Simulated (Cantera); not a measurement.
Feed: 1 mol Si3N4, 0.091 mol Si, 0.36 mol H2.

These are equilibrium values from Cantera (NASA tables, ideal gas, pure condensed phases), not measurements of a reactor. Candidate condensed phases: Si, Si3N4; 18 gas species. Mutual solubility and eutectic melting of coexisting phases are not modelled. Equilibrium is a limit: real reactors are often held back by kinetics, nucleation or transport.

Task: What condenses at these points (T in K, P in Pa): (2648, 100000); (2123, 1000); (2048, 100000); (2198, 1000); (2198, 1000000); (2498, 100)?

Result: 
```
T (K)  P in Pa  condensed phases  Si condensed (%)
-----  -------  ----------------  ----------------
2648    100000                Si              98.6
2123      1000                Si              98.5
2048    100000        Si + Si3N4             100.0
2198      1000                Si              96.8
2198   1000000        Si + Si3N4             100.0
2498       100          gas only               0.0
```
